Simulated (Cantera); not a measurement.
A perfectly stirred reactor is fed with CH3OH : O2 : N2 = 0.0072 : 0.047 : 1 (molar parts), at 5.70 bar; it is held at 1573 K, and followed from long to short residence time.

Computed with Cantera and GRI-Mech 3.0 (53 species, 325 reactions). GRI-Mech 3.0 was tuned for natural gas; its chemistry of methanol as a main component is partial and can be far from experiment.

```csv
quantity,before,after
x(CH3OH) at τ = 2.10 s,1.46e-7,1.21e-6
x(O2) at τ = 2.10 s,0.0342,0.0342
x(C2H4) at τ = 2.10 s,<1e-12,<1e-12
x(CO) at τ = 2.10 s,6.32e-6,3.89e-5
x(HCN) at τ = 2.10 s,4.07e-12,<1e-12
x(CH3OH) at τ = 33.0 ms,2.86e-6,3.54e-5
x(O2) at τ = 33.0 ms,0.0343,0.0348
x(C2H4) at τ = 33.0 ms,<1e-12,<1e-12
x(CO) at τ = 33.0 ms,0.000132,0.00114
x(HCN) at τ = 33.0 ms,8.67e-12,<1e-12
```

Problem. Which change was made?
A. pressure from 5.70 bar to 1.70 bar
B. pressure from 5.70 bar to 1.20 bar
C. temperature 1573 to 1325 K
D. N2 1 to 1.7 parts

Solution. C, temperature 1573 to 1325 K
